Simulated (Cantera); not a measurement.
Adiabatic ignition

An adiabatic, constant-pressure homogeneous reactor starts with 11.5 % CH4, 17.7 % O2, 70.8 % N2, at 1273 K and 1.01 bar.

Detailed kinetics in Cantera: GRI-Mech 3.0 (53 species, 325 reactions).

```
t (s)     T (K)   x CH4     x O2      x OH      x CO   x CH2CO
--------  -----  ------  -------  --------  --------  --------
1.00e-6    1273   0.115    0.177  1.37e-11    <1e-12    <1e-12
2.46e-6    1273   0.115    0.177  2.86e-11    <1e-12    <1e-12
6.06e-6    1273   0.115    0.177  4.06e-11    <1e-12    <1e-12
1.49e-5    1273   0.115    0.177  6.68e-11    <1e-12    <1e-12
3.67e-5    1273   0.115    0.177  1.47e-10  1.34e-12    <1e-12
9.04e-5    1273   0.115    0.177  4.19e-10  2.14e-11    <1e-12
0.000223   1273   0.115    0.177   1.37e-9  3.98e-10    <1e-12
0.000548   1273   0.115    0.177   4.72e-9   1.01e-8    <1e-12
0.00135    1273   0.115    0.177   1.27e-8   3.45e-7  4.43e-11
0.00332    1274   0.115    0.177   2.18e-8   6.96e-6   2.60e-9
0.00817    1277   0.114    0.177   5.28e-8   9.80e-5   8.21e-8
0.0201     1525  0.0726    0.139   3.56e-5    0.0208  0.000491
0.0495     2629  <1e-12  0.00196   0.00850    0.0662    <1e-12
0.122      2629  <1e-12  0.00196   0.00850    0.0662    <1e-12
0.300      2629  <1e-12  0.00196   0.00850    0.0662    <1e-12
```
x: mole fraction; the columns are a selection and need not sum to one.

| Property | Value |
|---|---|
| time of steepest temperature rise | 20.2 ms |
| temperature at 0.300 s | 2629 K |
| equilibrium temperature | 2629 K |
| x(CH4) at 0.300 s | <1e-12 (gas-phase equilibrium <1e-12) |
| x(O2) at 0.300 s | 0.00196 (gas-phase equilibrium 0.00196) |
| x(OH) at 0.300 s | 0.00850 (gas-phase equilibrium 0.00850) |
